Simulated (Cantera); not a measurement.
Input (Python, Cantera) and output of one run.

```python
import numpy as np
import cantera as ct

gas_names = [...]  # 151 gases of nasa_gas.yaml made of C, H, N, O, Si
cond_names = """
    C(gr) C6H6(L) C7H8(L) C8H18(L),n-octa H2O(s) H2O(L) Si(cr) Si(L) SiC(b) SiO2(Lqz) SiO2(hqz) SiO2(L)
    Si2N2O(s) Si3N4(a)
""".split()


# ... load() reads the species with a 1 bar reference pressure and builds the phases ...
atoms = {
    'Si3N4': {'Si': 3, 'N': 4},
    'H2O': {'H': 2, 'O': 1},
    'H2': {'H': 2},
    'CO2': {'C': 1, 'O': 2},
}
top_T = {'C(gr)': 4500, 'SiC(b)': 3050, 'Si2N2O(s)': 2100, 'Si3N4(a)': 2400}  # K; cautious upper limits of use, not melting points


# ... equilibrate(T, P, feed) seeds the gas with the atoms and calls Mixture.equilibrate('TP', solver="vcs", rtol=1e-11, max_steps=5000) ...
results = []
T = 1648  # K
P = 16000  # Pa
for m in [3, 6.4, 14, 29, 63, 140, 290]:
    feed = {'Si3N4': 1, 'H2O': 0.011, 'H2': m, 'CO2': 2.9}  # mol
    mix = equilibrate(T, P, feed)
    results.append((T, P, feed, dict(zip(mix.species_names, mix.species_moles))))

top = {s: max(r[3][s] / sum(r[3][g] for g in gas_names) for r in results) for s in gas_names}
cols = sorted((s for s in top if top[s] > 1e-06), key=lambda s: -top[s])[:5]
seen = [c for c in cond_names if any(r[3].get(c, 0) > 1e-12 for r in results)]
print("log10 of partial pressures in bar; condensed amounts in mol")
print(f"{'n(H2)':>10s}" + "".join(f"{s[:9]:>10s}" for s in cols + seen))
for T, P, feed, n in results:
    ng = sum(n[g] for g in gas_names)
    print(f"{feed['H2']:10.4g}" + "".join(f"{np.log10(max(n[s] / ng * P / 1e5, 1e-99)):10.3f}" for s in cols)
          + "".join(f"{n.get(c, 0):10.4g}" for c in seen))
```

It prints:

```
log10 of partial pressures in bar; condensed amounts in mol
     n(H2)        H2        CO        N2       SiO         H SiO2(hqz) Si2N2O(s)
         3    -1.156    -1.172    -1.646    -3.540    -4.628    0.9363     1.026
       6.4    -1.002    -1.347    -1.819    -3.483    -4.552     0.933     1.023
        14    -0.903    -1.587    -2.057    -3.403    -4.502    0.9245     1.016
        29    -0.852    -1.852    -2.314    -3.318    -4.476    0.9048    0.9979
        63    -0.824    -2.161    -2.602    -3.222    -4.462    0.8515    0.9482
       140    -0.811    -2.494    -2.881    -3.129    -4.456    0.7066    0.8102
       290    -0.805    -2.805    -3.091    -3.059    -4.453    0.3841    0.4995
```

Method: chemical equilibrium by Gibbs-energy minimisation in Cantera with the NASA 1993 tables (ideal gas, pure condensed phases). Mutual solubility and eutectic melting of coexisting phases are not modelled. The tables hold silica as quartz up to 1696 K and as liquid above; real silica turns to tridymite and cristobalite and melts near 1996 K.
